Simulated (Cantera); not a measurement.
What does this Cantera script print?

```python
import numpy as np
import cantera as ct

gas = ct.Solution("gri30.yaml")
gas.TPX = 1998, 130, {'CH4': 0.67, 'H2': 15}
reactor = ct.IdealGasConstPressureReactor(gas, energy="off", clone=False)
net = ct.ReactorNet([reactor])
net.rtol, net.atol = 1e-08, 1e-18
show = ['CH4', 'H2', 'C2H4', 'C2H', 'CH3', 'H']
times = np.geomspace(9e-05, 10, 10)

steps = ct.SolutionArray(gas, extra=["t"])
rows = []
print(f"{'t/s':>10s}{'T/K':>9s}{'P/Pa':>11s}" + "".join(f"{s:>11s}" for s in show))
for t in times:
    while net.time < t:
        t_next = net.step()
        steps.append(gas.state, t=t_next)
    rows.append([np.interp(t, steps.t, y) for y in (steps.T, steps.P, *steps(*show).X.T)])
    print(f"{t:10.3e}{rows[-1][0]:9.1f}{rows[-1][1]:11.4g}" + "".join(f"{x:11.3e}" for x in rows[-1][2:]))
rate = np.gradient(steps.T, steps.t)
print("integrator steps:", len(steps.t))
if steps.T.max() > steps.T[0] + 200:
    print(f"time of steepest temperature rise: {steps.t[rate.argmax()]:.4e} s")
gas.TPX = 1998, 130, {'CH4': 0.67, 'H2': 15}
gas.equilibrate("TP")
print(f"equilibrium (TP): T = {gas.T:.1f} K  " + "  ".join(f"{s} {gas[s].X[0]:.3e}" for s in show))
```

Output:

```
       t/s      T/K       P/Pa        CH4         H2       C2H4        C2H        CH3          H
 9.000e-05   1998.0        130  4.275e-02  9.572e-01  9.365e-13  8.047e-23  4.616e-06  4.783e-06
 3.273e-04   1998.0        130  4.274e-02  9.572e-01  8.905e-11  1.104e-19  1.641e-05  1.776e-05
 1.190e-03   1998.0        130  4.270e-02  9.572e-01  6.705e-09  1.279e-16  5.854e-05  6.562e-05
 4.327e-03   1998.0        130  4.254e-02  9.570e-01  3.582e-07  1.080e-13  2.107e-04  2.398e-04
 1.573e-02   1998.0        130  4.193e-02  9.564e-01  1.359e-05  8.088e-11  7.542e-04  8.746e-04
 5.721e-02   1998.0        130  3.861e-02  9.550e-01  1.630e-04  3.496e-08  2.470e-03  3.121e-03
 2.080e-01   1998.0        130  2.086e-02  9.606e-01  1.284e-04  1.139e-06  2.817e-03  6.623e-03
 7.563e-01   1998.0        130  4.302e-03  9.675e-01  1.035e-05  3.232e-06  8.227e-04  9.405e-03
 2.750e+00   1998.0        130  4.601e-04  9.651e-01  7.649e-07  5.496e-06  1.338e-04  1.425e-02
 1.000e+01   1998.0        130  3.945e-05  9.575e-01  3.507e-07  8.693e-06  1.799e-05  2.217e-02
integrator steps: 1151
equilibrium (TP): T = 1998.0 K  CH4 2.572e-06  H2 9.366e-01  C2H4 1.652e-07  C2H 1.722e-05  CH3 2.346e-06  H 4.337e-02
```

Cantera simulation using GRI-Mech 3.0 (53 species, 325 reactions); the numbers are that mechanism's predictions, not measurements. GRI-Mech 3.0 stops at C3 and has no aromatics, soot or wall deposition, so with more carbon than oxygen in the feed, carbon stays in small species such as C2H2 where larger ones or solid carbon would form. Radical loss at walls, strong at low pressure, is not modelled.
